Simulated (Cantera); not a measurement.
# Adiabatic ignition

An adiabatic, constant-pressure homogeneous reactor starts with CH4 : H2 : O2 : N2 : H2O = 1 : 0.17 : 2.86 : 10.7 : 2.1 (molar parts), equivalence ratio 0.73, at 1675 K and 750 Torr.

Cantera simulation using GRI-Mech 3.0 (53 species, 325 reactions); the numbers are that mechanism's predictions, not measurements.

```json
[
 {"t (s)": "1.00e-6", "T (K)": "1675", "x CH4": "0.0594", "x H2": "0.0101", "x O2": "0.170", "x HO2": "3.92e-7", "x N2O": "1.05e-12", "x NO": "<1e-12"},
 {"t (s)": "3.01e-6", "T (K)": "1675", "x CH4": "0.0594", "x H2": "0.0101", "x O2": "0.170", "x HO2": "1.12e-6", "x N2O": "5.41e-12", "x NO": "<1e-12"},
 {"t (s)": "9.06e-6", "T (K)": "1675", "x CH4": "0.0594", "x H2": "0.0101", "x O2": "0.170", "x HO2": "2.87e-6", "x N2O": "3.24e-11", "x NO": "<1e-12"},
 {"t (s)": "2.73e-5", "T (K)": "1675", "x CH4": "0.0593", "x H2": "0.0101", "x O2": "0.170", "x HO2": "5.73e-6", "x N2O": "1.99e-10", "x NO": "1.43e-12"},
 {"t (s)": "8.20e-5", "T (K)": "1677", "x CH4": "0.0581", "x H2": "0.0101", "x O2": "0.169", "x HO2": "1.66e-5", "x N2O": "1.42e-9", "x NO": "2.42e-11"},
 {"t (s)": "0.000247", "T (K)": "2434", "x CH4": "<1e-12", "x H2": "0.0157", "x O2": "0.0532", "x HO2": "8.09e-6", "x N2O": "2.45e-7", "x NO": "7.58e-5"},
 {"t (s)": "0.000743", "T (K)": "2596", "x CH4": "<1e-12", "x H2": "0.00968", "x O2": "0.0493", "x HO2": "9.25e-6", "x N2O": "4.74e-7", "x NO": "0.000853"},
 {"t (s)": "0.00224", "T (K)": "2594", "x CH4": "<1e-12", "x H2": "0.00966", "x O2": "0.0482", "x HO2": "9.06e-6", "x N2O": "4.78e-7", "x NO": "0.00305"},
 {"t (s)": "0.00673", "T (K)": "2589", "x CH4": "<1e-12", "x H2": "0.00965", "x O2": "0.0462", "x HO2": "8.68e-6", "x N2O": "5.03e-7", "x NO": "0.00750"},
 {"t (s)": "0.0203", "T (K)": "2585", "x CH4": "<1e-12", "x H2": "0.00964", "x O2": "0.0448", "x HO2": "8.40e-6", "x N2O": "5.36e-7", "x NO": "0.0107"},
 {"t (s)": "0.0610", "T (K)": "2585", "x CH4": "<1e-12", "x H2": "0.00964", "x O2": "0.0447", "x HO2": "8.38e-6", "x N2O": "5.38e-7", "x NO": "0.0109"},
 {"t (s)": "0.183", "T (K)": "2585", "x CH4": "<1e-12", "x H2": "0.00964", "x O2": "0.0447", "x HO2": "8.38e-6", "x N2O": "5.38e-7", "x NO": "0.0109"},
 {"t (s)": "0.552", "T (K)": "2585", "x CH4": "<1e-12", "x H2": "0.00964", "x O2": "0.0447", "x HO2": "8.38e-6", "x N2O": "5.38e-7", "x NO": "0.0109"},
 {"t (s)": "1.66", "T (K)": "2585", "x CH4": "<1e-12", "x H2": "0.00964", "x O2": "0.0447", "x HO2": "8.38e-6", "x N2O": "5.38e-7", "x NO": "0.0109"},
 {"t (s)": "5.00", "T (K)": "2585", "x CH4": "<1e-12", "x H2": "0.00964", "x O2": "0.0447", "x HO2": "8.38e-6", "x N2O": "5.38e-7", "x NO": "0.0109"}
]
```
x: mole fraction; the columns are a selection and need not sum to one.

```
Item                                                                Result
---------------------------------  ---------------------------------------
time of steepest temperature rise                                 0.176 ms
temperature at 5.00 s                                               2585 K
equilibrium temperature                                             2585 K
x(CH4) at 5.00 s                     <1e-12 (gas-phase equilibrium <1e-12)
x(H2) at 5.00 s                    0.00964 (gas-phase equilibrium 0.00964)
x(O2) at 5.00 s                      0.0447 (gas-phase equilibrium 0.0447)
```
